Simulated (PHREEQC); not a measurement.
Make-up at 25 °C: 18 mmol/kgw Fe2(SO4)3. Closed to the air; pH follows from the charge balance.

Model: ion-association model, phreeqc.dat, run in PHREEQC.

No solid was allowed to form.

Task: Predict the pH.

Result: pH 2.70.

Task: In which forms is Fe present?

Result: FeSO4+ 73 %, Fe(SO4)2- 12 %, FeOH+2 5.7 %, Fe2(OH)2+4 3.8 %, Fe+3 3.5 %, Fe3(OH)4+5 1.3 % of the Fe.

Saturation is exceeded, for instance for Hematite (slow to form), Goethite (slow to form); the values hold only as long as no solid forms.
